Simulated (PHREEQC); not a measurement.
**Brine (model solution)**

Dissolve 5.1 mol NaCl, 0.051 mol BaCl2 and 3.1 mol MgCl2 per kg of water at 25 °C and 50 atm. Closed to the air; pH follows from the charge balance.

The numbers come from PHREEQC with the Pitzer model, pitzer.dat.

This is a speciation only: nothing precipitates in the calculation.

Estimate the activity of water.

activity of water 0.423.

Saturation is exceeded, for instance for Halite; the values hold only as long as no solid forms. Species that the database lacks are ignored. Under pressure, the constants of complexes without a molar volume in the database are unreliable.
